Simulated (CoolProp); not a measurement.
Vapour-liquid equilibrium of CH3F (R41) (1) + chloromethane (R40) (2) at -26.75 °C; x and y are mole fractions of (1).

The numbers come from the multi-fluid Helmholtz-energy mixture model, Lemmon 2006 and Thol 2014; pair parameters Bell 2016 in CoolProp.

Question: Give the bubble pressure and the first vapour's composition at x = 0.275, 0.425, 0.65. Is there an azeotrope?

Answer: x = 0.275: 3.347 bar, y = 0.786; x = 0.425: 4.590 bar, y = 0.868; x = 0.65: 6.333 bar, y = 0.933. No azeotrope shows between x = 0.05 and 0.95.

The pair parameters rest on a limited set of measurements; away from them the model extrapolates. The gap from Raoult's law changes sign with composition, which may be real or a fault of the pair parameters; it wasn't checked against measurements.
